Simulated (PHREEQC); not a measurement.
Consider water at 25 °C with 0.042 mol NaHSO4, 8.6e-05 mol Na2CO3 and 5.1e-05 mol KCl per kg of water. Closed to the air; pH follows from the charge balance.

Computed with PHREEQC (ion-association model, phreeqc.dat).

Each row changes one thing in this solution. Precipitation was switched off in this run.

| case | pH | ionic strength (mol/kgw) | Na+ (mol/kgw) | SO4-2 (mol/kgw) | HSO4- (mol/kgw) | NaSO4- (mol/kgw) | SI of Halite (NaCl) | SI of Sylvite (KCl) |
|---|---|---|---|---|---|---|---|---|
| as made | 1.73 | 0.0842 | 0.0405 | 0.0211 | 0.0192 | 0.00168 | -7.46 | -9.73 |
| temperature from 25 to 20 °C | 1.71 | 0.0857 | 0.0405 | 0.0218 | 0.0185 | 0.00169 | -7.46 | ___ |
| diluted 2-fold with water | 1.95 | 0.0461 | 0.0205 | 0.0126 | 0.00783 | 0.000606 | ___ | ___ |
| Na2CO3 from 8.6e-05 to 1.72e-05 mol/kgw | 1.72 | 0.0842 | 0.0404 | 0.0210 | 0.0193 | 0.00167 | -7.46 | -9.73 |
| Na2CO3 left out | 1.72 | 0.0841 | 0.0403 | 0.0210 | 0.0193 | 0.00167 | -7.46 | -9.73 |

### Question
What belongs in the gaps?

### Answer

- temperature from 25 to 20 °C, SI of Sylvite (KCl): -9.70
- diluted 2-fold with water, SI of Halite (NaCl): -8.02
- diluted 2-fold with water, SI of Sylvite (KCl): -10.28

Complexes and solids missing from the database can't appear.
